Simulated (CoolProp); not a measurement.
Ethylene at 298.15 K and 3.24 MPa is compressed adiabatically to 7.27 MPa with isentropic efficiency 0.75. Each further row changes one setting.

Values from CoolProp's reference Helmholtz-energy equation of state, Smukala 2000.

```json
[
 {"case": "as stated", "work (kJ/kg)": "80.3", "final temperature (K)": "___", "final density (kg/m³)": "___"},
 {"case": "efficiency 1", "work (kJ/kg)": "60.2", "final temperature (K)": "357.0", "final density (kg/m³)": "___"},
 {"case": "efficiency 0.65", "work (kJ/kg)": "___", "final temperature (K)": "___", "final density (kg/m³)": "___"}
]
```

Q: Complete the blanks.

A: 
- as stated, final temperature (K): 365.0
- as stated, final density (kg/m³): 86.5
- efficiency 1, final density (kg/m³): 91.1
- efficiency 0.65, work (kJ/kg): 92.6
- efficiency 0.65, final temperature (K): 370.1
- efficiency 0.65, final density (kg/m³): 83.9
